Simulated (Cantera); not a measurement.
Input: 1 mol Ta, 3.4 mol O2, at 9.50 Pa.

These are equilibrium values from Cantera (NASA tables, ideal gas, pure condensed phases), not measurements of a reactor. Candidate condensed phases: Ta, Ta2O5; 6 gas species. Rates play no part.

Problem. Which condensed phases are stable at each of these points (T (K)): 1550, 1600, 1650, 1700, 1750, 1800, 1850, 1900, 1950, 2000, 2050, 2100, 2150?

Solution. 
| T (K) | condensed phases | Ta condensed (%) |
|---|---|---|
| 1550 | Ta2O5(s) | 100.0 |
| 1600 | Ta2O5(s) | 100.0 |
| 1650 | Ta2O5(s) | 100.0 |
| 1700 | Ta2O5(s) | 100.0 |
| 1750 | Ta2O5(s) | 100.0 |
| 1800 | Ta2O5(s) | 100.0 |
| 1850 | Ta2O5(s) | 100.0 |
| 1900 | Ta2O5(s) | 100.0 |
| 1950 | Ta2O5(s) | 100.0 |
| 2000 | Ta2O5(s) | 100.0 |
| 2050 | Ta2O5(s) | 99.9 |
| 2100 | Ta2O5(l) | 99.8 |
| 2150 | Ta2O5(l) | 99.6 |

From 1550 K to 2050 K the condensed part is Ta2O5(s). From 2100 K to 2150 K the condensed part is Ta2O5(l).
